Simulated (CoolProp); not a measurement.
Computed with CoolProp (reference Helmholtz-energy equation of state, Thol 2018).

Q: For hydrogen chloride, give the phase and the speed of sound (m/s), Joule-Thomson coefficient (K/MPa), isothermal compressibility (1/MPa), fugacity coefficient at 31.75 °C and 55.4 MPa; 31.75 °C and 83.1 MPa.

A: 
- 31.75 °C and 55.4 MPa: liquid; speed of sound 906, Joule-Thomson coefficient -0.204, isothermal compressibility 0.00218, fugacity coefficient 0.153
- 31.75 °C and 83.1 MPa: liquid; speed of sound 1030, Joule-Thomson coefficient -0.292, isothermal compressibility 0.00151, fugacity coefficient 0.150
